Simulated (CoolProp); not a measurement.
Properties of decamethyltetrasiloxane (MD2M) along the isotherm 326.85 °C.

Model: reference Helmholtz-energy equation of state, Thol 2017, in CoolProp.

```json
[
 {"p (kPa)": "1.81", "phase": "gas", "density (kg/m³)": "0.1128", "Joule-Thomson coefficient (K/MPa)": "8.215"},
 {"p (kPa)": "2.82", "phase": "gas", "density (kg/m³)": "0.1758", "Joule-Thomson coefficient (K/MPa)": "8.219"},
 {"p (kPa)": "4.39", "phase": "gas", "density (kg/m³)": "0.2737", "Joule-Thomson coefficient (K/MPa)": "8.225"},
 {"p (kPa)": "6.83", "phase": "gas", "density (kg/m³)": "0.4262", "Joule-Thomson coefficient (K/MPa)": "8.235"},
 {"p (kPa)": "10.6", "phase": "gas", "density (kg/m³)": "0.6621", "Joule-Thomson coefficient (K/MPa)": "8.250"},
 {"p (kPa)": "16.6", "phase": "gas", "density (kg/m³)": "1.039", "Joule-Thomson coefficient (K/MPa)": "8.275"},
 {"p (kPa)": "25.8", "phase": "gas", "density (kg/m³)": "1.619", "Joule-Thomson coefficient (K/MPa)": "8.313"},
 {"p (kPa)": "40.1", "phase": "gas", "density (kg/m³)": "2.526", "Joule-Thomson coefficient (K/MPa)": "8.373"},
 {"p (kPa)": "62.5", "phase": "gas", "density (kg/m³)": "3.962", "Joule-Thomson coefficient (K/MPa)": "8.469"},
 {"p (kPa)": "97.3", "phase": "gas", "density (kg/m³)": "6.232", "Joule-Thomson coefficient (K/MPa)": "8.627"},
 {"p (kPa)": "152", "phase": "gas", "density (kg/m³)": "9.899", "Joule-Thomson coefficient (K/MPa)": "8.896"},
 {"p (kPa)": "236", "phase": "gas", "density (kg/m³)": "15.79", "Joule-Thomson coefficient (K/MPa)": "9.363"},
 {"p (kPa)": "367", "phase": "gas", "density (kg/m³)": "25.70", "Joule-Thomson coefficient (K/MPa)": "10.27"},
 {"p (kPa)": "572", "phase": "gas", "density (kg/m³)": "43.65", "Joule-Thomson coefficient (K/MPa)": "12.35"}
]
```
